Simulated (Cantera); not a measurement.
A perfectly stirred reactor is fed with CH4 : H2O = 1 : 1.5 (molar parts), at 4.93 atm; it is held at 1348 K, and followed from long to short residence time.

Computed with Cantera and GRI-Mech 3.0 (53 species, 325 reactions).

Question: What does this change do: temperature 1348 to 1873 K?

Answer: 
```tsv
quantity	before	after
x(CH4) at τ = 8.10 s	0.270	0.00302
x(H2O) at τ = 8.10 s	0.534	0.108
x(HO2) at τ = 8.10 s	<1e-12	<1e-12
x(CO) at τ = 8.10 s	0.00525	0.211
x(H) at τ = 8.10 s	3.30e-7	0.000237
x(CH4) at τ = 16.0 ms	0.399	0.0524
x(H2O) at τ = 16.0 ms	0.600	0.310
x(HO2) at τ = 16.0 ms	<1e-12	1.72e-12
x(CO) at τ = 16.0 ms	6.97e-7	0.0794
x(H) at τ = 16.0 ms	2.34e-9	0.000197
```

Question: What does this change do: CH4 1 to 6.8 parts?

Answer: 
```
quantity                before    after
---------------------  -------  -------
x(CH4) at τ = 8.10 s     0.270    0.550
x(H2O) at τ = 8.10 s     0.534    0.154
x(HO2) at τ = 8.10 s    <1e-12   <1e-12
x(CO) at τ = 8.10 s    0.00525  0.00315
x(H) at τ = 8.10 s     3.30e-7  4.07e-7
x(CH4) at τ = 16.0 ms    0.399    0.817
x(H2O) at τ = 16.0 ms    0.600    0.181
x(HO2) at τ = 16.0 ms   <1e-12   <1e-12
x(CO) at τ = 16.0 ms   6.97e-7  2.01e-7
x(H) at τ = 16.0 ms    2.34e-9  2.41e-9
```
GRI-Mech 3.0 stops at C3 and has no aromatics, soot or wall deposition, so with more carbon than oxygen in the feed, carbon stays in small species such as C2H2 where larger ones or solid carbon would form.

Question: What does this change do: temperature 1348 to 1448 K?

Answer: 
| quantity | before | after |
|---|---|---|
| x(CH4) at τ = 8.10 s | 0.270 | 0.194 |
| x(H2O) at τ = 8.10 s | 0.534 | 0.416 |
| x(HO2) at τ = 8.10 s | <1e-12 | <1e-12 |
| x(CO) at τ = 8.10 s | 0.00525 | 0.0369 |
| x(H) at τ = 8.10 s | 3.30e-7 | 2.19e-6 |
| x(CH4) at τ = 16.0 ms | 0.399 | 0.386 |
| x(H2O) at τ = 16.0 ms | 0.600 | 0.596 |
| x(HO2) at τ = 16.0 ms | <1e-12 | <1e-12 |
| x(CO) at τ = 16.0 ms | 6.97e-7 | 6.09e-5 |
| x(H) at τ = 16.0 ms | 2.34e-9 | 1.14e-7 |
